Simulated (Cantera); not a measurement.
An adiabatic, constant-volume homogeneous reactor starts with H2 : O2 : N2 = 1 : 0.758 : 8.33 (molar parts), equivalence ratio 0.66, at 1400 K and 10.0 bar.

Cantera simulation using GRI-Mech 3.0 (53 species, 325 reactions); the numbers are that mechanism's predictions, not measurements. The hydrogen kinetics of GRI-Mech 3.0 are dated; newer H2 mechanisms differ, most at raised pressure.

Task: Predict: time of steepest temperature rise; temperature at 8.00 s; equilibrium temperature; x(H2) at 8.00 s; x(O2) at 8.00 s; x(NO) at 8.00 s; x(H) at 8.00 s; x(OH) at 8.00 s.

Result: 
```json
{
 "time_of_steepest_temperature_rise": "5.32 µs",
 "temperature at 8.00 s": "2253 K",
 "equilibrium_temperature": "2253 K",
 "x(H2) at 8.00 s": "0.000269 (gas-phase equilibrium 0.000269)",
 "x(O2) at 8.00 s": "0.0240 (gas-phase equilibrium 0.0240)",
 "x(NO) at 8.00 s": "0.00504 (gas-phase equilibrium 0.00504)",
 "x(H) at 8.00 s": "3.19e-5 (gas-phase equilibrium 3.19e-5)",
 "x(OH) at 8.00 s": "0.00183 (gas-phase equilibrium 0.00183)"
}
```
